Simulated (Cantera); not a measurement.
## Silicon oxide and oxynitride deposition: SiCl4 + NO + O2

Input: 1 mol SiCl4, 28 mol NO, 9.7 mol O2, held at 877 °C and 31.0 Pa.

These are equilibrium values from Cantera (NASA tables, ideal gas, pure condensed phases), not measurements of a reactor. Candidate condensed phases: Si, SiO2, Si2N2O, Si3N4; 23 gas species. The tables hold silica as quartz up to 1696 K and as liquid above; real silica turns to tridymite and cristobalite and melts near 1996 K. The numbers say what is thermodynamically allowed, not how fast it happens.

```yaml
x(O2): 0.578
x(N2): 0.356
x(Cl2): 0.0361
x(Cl): 0.0296
x(NO): 0.000146
x(ClO): 1.72e-5
n(SiO2(β-quartz)): 1.00 mol
gas_amount: 39.28 mol
log10 activity of Si(s) (absent): -28.23
```
